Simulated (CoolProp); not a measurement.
Properties of CHF3 (R23) along the isobar 101 kPa.

Computed with CoolProp (reference Helmholtz-energy equation of state, Penoncello 2003).

| T (K) | phase | cp (kJ/(kg K)) | expansivity (1/kK) | Prandtl number | fugacity coefficient |
|---|---|---|---|---|---|
| 156.7 | liquid | 1.200 | 2.232 | 4.10 | 0.08096 |
| 161.5 | liquid | 1.203 | 2.276 | 3.83 | 0.1236 |
| 166.4 | liquid | 1.207 | 2.324 | 3.60 | 0.1847 |
| 171.2 | liquid | 1.211 | 2.375 | 3.40 | 0.2664 |
| 176.1 | liquid | 1.216 | 2.432 | 3.22 | 0.3778 |
| 180.9 | liquid | 1.222 | 2.493 | 3.07 | 0.5202 |
| 185.8 | liquid | 1.229 | 2.562 | 2.93 | 0.7060 |
| 190.6 | liquid | 1.237 | 2.636 | 2.81 | 0.9344 |
| 195.5 | gas | 0.6784 | 6.060 | 0.808 | 0.9637 |
| 200.3 | gas | 0.6675 | 5.781 | 0.791 | 0.9673 |
| 205.2 | gas | 0.6605 | 5.538 | 0.780 | 0.9704 |
| 210.1 | gas | 0.6567 | 5.326 | 0.772 | 0.9731 |
| 214.9 | gas | 0.6551 | 5.143 | 0.766 | 0.9754 |

Viscosity comes from a separate model (Shan 2000). Thermal conductivity comes from a separate model (Shan 2000).
